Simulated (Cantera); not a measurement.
Hydrocarbon pyrolysis for carbon deposition

An isothermal, constant-pressure homogeneous reactor starts with C2H6 : N2 = 1 : 25 (molar parts), at 1475 K and 56.0 Pa.

Computed with Cantera and GRI-Mech 3.0 (53 species, 325 reactions). GRI-Mech 3.0 stops at C3 and has no aromatics, soot or wall deposition, so with more carbon than oxygen in the feed, carbon stays in small species such as C2H2 where larger ones or solid carbon would form. Radical loss at walls, strong at low pressure, is not modelled.

```csv
t (s),x C2H6,x CH4,x C2H,x HCN,x C2H4
2.00e-6,0.0385,4.68e-12,<1e-12,<1e-12,<1e-12
1.29e-5,0.0385,1.95e-10,<1e-12,<1e-12,2.25e-12
8.38e-5,0.0385,8.20e-9,<1e-12,<1e-12,1.98e-10
0.000543,0.0384,3.42e-7,<1e-12,<1e-12,3.49e-8
0.00352,0.0380,1.41e-5,<1e-12,<1e-12,8.24e-6
0.0228,0.0336,0.000533,6.62e-10,5.04e-8,0.00187
0.147,0.00213,0.0101,2.69e-7,1.71e-6,0.0183
0.954,3.74e-6,0.0104,1.15e-7,2.96e-6,0.00397
6.18,7.19e-7,0.00925,5.27e-8,3.08e-6,0.000245
40.0,2.18e-7,0.00748,3.34e-8,3.19e-6,4.70e-5
```
x: mole fraction; the columns are a selection and need not sum to one.

Equilibrium at this temperature and pressure: C2H6 <1e-12, CH4 1.28e-6, C2H 3.83e-8, HCN 0.0484, C2H4 1.67e-7 (gas phase only).
